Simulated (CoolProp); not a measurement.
n-decane along the isotherm 620 K: Z from the reference equation and from simpler models built on Tc = 617.7 K, pc = 2.101 MPa, ω = 0.488; each cubic takes its own stable root.

The numbers come from the reference Helmholtz-energy equation of state, Lemmon 2006 in CoolProp. It is a short technical equation, of lower accuracy than the large ones.

| p (MPa) | phase | reference |
|---|---|---|
| 0.525 | gas | 0.9063 |
| 1.05 | gas | 0.7958 |
| 1.58 | gas | 0.6519 |
| 2.63 | supercritical | 0.2016 |
| 3.15 | supercritical | 0.2256 |
| 3.68 | supercritical | 0.2530 |
| 4.2 | supercritical | 0.2806 |
| 4.73 | supercritical | 0.3088 |
| 5.25 | supercritical | 0.3365 |

Task: How far does each simpler model (van der Waals, Redlich-Kwong, Soave-Redlich-Kwong, Peng-Robinson) lie from the reference over these 9 states: mean and median of the absolute difference, and the worst?

Result: 
- van der Waals: mean 37.4 %, median 52.4 %, worst +56.4 % at 620 K and 2.63 MPa
- Redlich-Kwong: mean 18.3 %, median 23.6 %, worst +32.2 % at 620 K and 2.63 MPa
- Soave-Redlich-Kwong: mean 18.7 %, median 24.0 %, worst +33.4 % at 620 K and 2.63 MPa
- Peng-Robinson: mean 9.9 %, median 11.6 %, worst +20.9 % at 620 K and 2.63 MPa
